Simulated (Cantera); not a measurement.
Input (Python, Cantera) and output of one run.

```python
import numpy as np
import cantera as ct

gas_names = """
    C CN CO CO2 C2 CCN CNC C2N2 C2O C3 C3O2 C4 C4N2 C5 N NCO NO NO2 NO3 N2 N2O O O2 O3 Si SiC SiC2 SiN
    SiO SiO2 Si2 Si2C Si2N Si3
""".split()
cond_names = """
    C(gr) Si(cr) Si(L) SiC(b) SiO2(Lqz) SiO2(hqz) SiO2(L) Si2N2O(s) Si3N4(a)
""".split()


def load(file, names, dense=False):
    # The tables refer to 1 bar. Condensed volumes are neglected.
    table = {s.name: s for s in ct.Species.list_from_file(file)}
    out = []
    for n in names:
        d = dict(table[n].input_data)
        d["thermo"] = dict(d["thermo"], **{"reference-pressure": 1e5})
        if dense:
            d["equation-of-state"] = {"model": "constant-volume", "density": "1e6 g/cm^3"}
        out.append(ct.Species.from_dict(d))
    return out


gas = ct.Solution(thermo="ideal-gas", species=load("nasa_gas.yaml", gas_names))
cond = {s.name: ct.Solution(thermo="fixed-stoichiometry", species=[s], name=s.name)
        for s in load("nasa_condensed.yaml", cond_names, dense=True)}
atoms = {
    'SiC': {'Si': 1, 'C': 1},
    'N2O': {'N': 2, 'O': 1},
    'N2': {'N': 2},
}
top_T = {'C(gr)': 4500, 'SiC(b)': 3050, 'Si2N2O(s)': 2100, 'Si3N4(a)': 2400}  # K; cautious upper limits of use, not melting points


def equilibrate(T, P, feed):
    n = {}
    for name, mol in feed.items():
        for a, k in atoms[name].items():
            n[a] = n.get(a, 0.0) + k * mol
    gas.TPX = T, P, n
    mass = sum(n.values()) * gas.mean_molecular_weight
    gas.equilibrate("TP")
    valid = [c for c in cond.values() if c.min_temp <= T <= top_T.get(c.name, c.max_temp)]
    mix = ct.Mixture([(gas, mass / gas.mean_molecular_weight)] + [(c, 0.0) for c in valid])
    mix.T, mix.P = T, P
    mix.equilibrate("TP", solver="vcs", rtol=1e-11, max_steps=5000)
    return mix


results = []
T = 1750  # K
P = 4.8  # Pa
for m in [12, 25, 38, 51, 63, 76, 89, 100]:
    feed = {'SiC': 1, 'N2O': 0.26, 'N2': m}  # mol
    mix = equilibrate(T, P, feed)
    results.append((T, P, feed, dict(zip(mix.species_names, mix.species_moles))))

top = {s: max(r[3][s] / sum(r[3][g] for g in gas_names) for r in results) for s in gas_names}
cols = sorted((s for s in top if top[s] > 0.001), key=lambda s: -top[s])[:9]
seen = [c for c in cond_names if any(r[3].get(c, 0) > 1e-12 for r in results)]
print("log10 of partial pressures in bar; condensed amounts in mol")
print(f"{'n(N2)':>10s}" + "".join(f"{s[:9]:>10s}" for s in cols + seen))
for T, P, feed, n in results:
    ng = sum(n[g] for g in gas_names)
    print(f"{feed['N2']:10.4g}" + "".join(f"{np.log10(max(n[s] / ng * P / 1e5, 1e-99)):10.3f}" for s in cols)
          + "".join(f"{n.get(c, 0):10.4g}" for c in seen))
```

Result:

```
log10 of partial pressures in bar; condensed amounts in mol
     n(N2)        N2        CO       SiO        Si    SiC(b)
        12    -4.331    -6.189    -6.465    -6.522    0.8293
        25    -4.325    -6.438    -6.913    -6.622    0.8041
        38    -4.324    -6.582    -7.217    -6.702    0.7875
        51    -4.323    -6.685    -7.458    -6.771    0.7759
        63    -4.322    -6.761    -7.647    -6.827    0.7681
        76    -4.321    -6.831    -7.827    -6.882    0.7619
        89    -4.321    -6.890    -7.986    -6.932    0.7572
       100    -4.321    -6.935    -8.108    -6.971    0.7541
```

Method: chemical equilibrium by Gibbs-energy minimisation in Cantera with the NASA 1993 tables (ideal gas, pure condensed phases). The tables' values for SiN are old estimates; treat these amounts as uncertain.
